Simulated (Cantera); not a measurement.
What does this Cantera script print?

```python
import numpy as np
import cantera as ct

gas_names = [...]  # 151 gases of nasa_gas.yaml made of C, H, N, O, Si
cond_names = """
    C(gr) C6H6(L) C7H8(L) C8H18(L),n-octa H2O(s) H2O(L) Si(cr) Si(L) SiC(b) SiO2(Lqz) SiO2(hqz) SiO2(L)
    Si2N2O(s) Si3N4(a)
""".split()


# ... load() reads the species with a 1 bar reference pressure and builds the phases ...
atoms = {
    'Si3N4': {'Si': 3, 'N': 4},
    'CO2': {'C': 1, 'O': 2},
    'H2': {'H': 2},
}
top_T = {'C(gr)': 4500, 'SiC(b)': 3050, 'Si2N2O(s)': 2100, 'Si3N4(a)': 2400}  # K; cautious upper limits of use, not melting points


# ... equilibrate(T, P, feed) seeds the gas with the atoms and calls Mixture.equilibrate('TP', solver="vcs", rtol=1e-11, max_steps=5000) ...
results = []
feed = {'Si3N4': 1, 'CO2': 0.062, 'H2': 5}  # mol
T = 1173.15  # K
P = 63000  # Pa
mix = equilibrate(T, P, feed)
results.append((T, P, feed, dict(zip(mix.species_names, mix.species_moles))))
print(gas.report(threshold=1e-06))
for i in range(1, mix.n_phases):
    print(f"{mix.phase(i).name:16s} {mix.phase_moles(i):12.5e} mol")
```

Output:

```
       temperature   1173.2 K
          pressure   63000 Pa
           density   0.01548 kg/m^3
  mean mol. weight   2.3967 kg/kmol
   phase of matter   gas

                          1 kg             1 kmol
                     ---------------   ---------------
          enthalpy        1.0606e+07        2.5419e+07  J
   internal energy        6.5361e+06        1.5665e+07  J
           entropy             74044        1.7746e+05  J/K
    Gibbs function       -7.6259e+07       -1.8277e+08  J
 heat capacity c_p             13172             31568  J/K
 heat capacity c_v            9702.4             23253  J/K

                      mass frac. Y      mole frac. X     chem. pot. / RT
                     ---------------   ---------------   ---------------
               CH4          0.078689          0.011755           -38.562
               HCN        5.5858e-05        4.9535e-06           -26.236
                H2            0.8243           0.97994           -18.399
               NH3        8.5904e-05        1.2089e-05           -42.872
                N2          0.096863         0.0082868           -30.546
     [ +146 minor]        1.0911e-05        1.0816e-06

C(gr)             3.39320e-03 mol
Si(cr)            0.00000e+00 mol
SiC(b)            0.00000e+00 mol
SiO2(hqz)         0.00000e+00 mol
Si2N2O(s)         1.24000e-01 mol
Si3N4(a)          9.17333e-01 mol
```

Equilibrium computed with Cantera from the NASA thermochemical tables; the gas is ideal and each condensed phase is pure. Mutual solubility and eutectic melting of coexisting phases are not modelled.
